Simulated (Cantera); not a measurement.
## Low-pressure radical oxidation in H2/O2

An isothermal, constant-pressure homogeneous reactor starts with H2 : O2 = 0.024 : 5.4 (molar parts), at 1400 K and 14.3 Torr.

Cantera simulation using the H2/O2 subset of GRI-Mech 3.0, which has no nitrogen chemistry; the numbers are that mechanism's predictions, not measurements. Radical loss at walls, strong at low pressure, is not modelled.

```tsv
t (s)	x H2	x O2	x OH	x HO2	x H2O2
0.000300	0.00442	0.996	5.32e-8	4.40e-8	1.37e-11
0.000711	0.00442	0.996	2.08e-7	1.04e-7	6.62e-11
0.00169	0.00442	0.996	1.96e-6	2.46e-7	2.77e-10
0.00400	0.00404	0.995	0.000213	4.79e-7	1.52e-9
0.00949	2.19e-5	0.991	0.000655	2.81e-7	6.64e-9
0.0225	7.69e-6	0.991	0.000588	2.56e-7	5.62e-9
0.0533	7.26e-6	0.992	0.000571	2.48e-7	5.49e-9
0.126	6.36e-6	0.992	0.000535	2.30e-7	5.21e-9
0.300	4.79e-6	0.993	0.000464	1.96e-7	4.60e-9
0.711	2.77e-6	0.994	0.000353	1.42e-7	3.51e-9
1.69	1.13e-6	0.995	0.000226	8.16e-8	2.09e-9
4.00	3.44e-7	0.995	0.000125	3.83e-8	9.09e-10
```
x: mole fraction; the columns are a selection and need not sum to one.

Equilibrium at this temperature and pressure: H2 1.46e-8, O2 0.996, OH 2.58e-5, HO2 2.27e-8, H2O2 6.80e-11 (gas phase only).
